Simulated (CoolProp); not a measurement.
Vapour-liquid equilibrium of dimethyl carbonate (1) + n-decane (2) at 153.65 °C; x and y are mole fractions of (1).

The numbers come from the multi-fluid Helmholtz-energy mixture model, Zhou 2011 and Lemmon 2006; pair parameters Bell 2016 in CoolProp.

```json
[
 {"x": "0.05", "bubble pressure, mixture model (MPa)": "0.1341", "bubble pressure, Raoult's law (MPa)": "0.08259", "y, mixture model": "0.570", "y, Raoult's law": "0.328"},
 {"x": "0.125", "bubble pressure, mixture model (MPa)": "0.2238", "bubble pressure, Raoult's law (MPa)": "0.1189", "y, mixture model": "0.749", "y, Raoult's law": "0.570"},
 {"x": "0.2", "bubble pressure, mixture model (MPa)": "0.2892", "bubble pressure, Raoult's law (MPa)": "0.1552", "y, mixture model": "0.812", "y, Raoult's law": "0.699"},
 {"x": "0.275", "bubble pressure, mixture model (MPa)": "0.3361", "bubble pressure, Raoult's law (MPa)": "0.1915", "y, mixture model": "…", "y, Raoult's law": "0.779"},
 {"x": "0.35", "bubble pressure, mixture model (MPa)": "0.3699", "bubble pressure, Raoult's law (MPa)": "0.2278", "y, mixture model": "0.862", "y, Raoult's law": "0.833"},
 {"x": "0.425", "bubble pressure, mixture model (MPa)": "0.3950", "bubble pressure, Raoult's law (MPa)": "0.2641", "y, mixture model": "0.876", "y, Raoult's law": "0.873"},
 {"x": "0.5", "bubble pressure, mixture model (MPa)": "0.4149", "bubble pressure, Raoult's law (MPa)": "0.3004", "y, mixture model": "0.886", "y, Raoult's law": "0.903"},
 {"x": "0.575", "bubble pressure, mixture model (MPa)": "…", "bubble pressure, Raoult's law (MPa)": "0.3366", "y, mixture model": "0.896", "y, Raoult's law": "0.926"},
 {"x": "0.65", "bubble pressure, mixture model (MPa)": "0.4489", "bubble pressure, Raoult's law (MPa)": "0.3729", "y, mixture model": "0.906", "y, Raoult's law": "0.945"},
 {"x": "0.725", "bubble pressure, mixture model (MPa)": "0.4661", "bubble pressure, Raoult's law (MPa)": "0.4092", "y, mixture model": "…", "y, Raoult's law": "0.961"},
 {"x": "0.8", "bubble pressure, mixture model (MPa)": "0.4847", "bubble pressure, Raoult's law (MPa)": "0.4455", "y, mixture model": "0.933", "y, Raoult's law": "0.974"},
 {"x": "0.875", "bubble pressure, mixture model (MPa)": "0.5050", "bubble pressure, Raoult's law (MPa)": "0.4818", "y, mixture model": "0.952", "y, Raoult's law": "0.985"},
 {"x": "0.95", "bubble pressure, mixture model (MPa)": "0.5270", "bubble pressure, Raoult's law (MPa)": "0.5181", "y, mixture model": "0.978", "y, Raoult's law": "0.994"}
]
```

Some entries are withheld; supply them.


- 0.275, y, mixture model: 0.843
- 0.575, bubble pressure, mixture model (MPa): 0.4323
- 0.725, y, mixture model: 0.918

The largest gap from Raoult's law is +88.2 % in bubble pressure, at x = 0.125. No azeotrope shows between x = 0.05 and 0.95.

The pair parameters rest on a limited set of measurements; away from them the model extrapolates. With so large a gap from Raoult's law the liquid may split in two, which this calculation doesn't test in full.
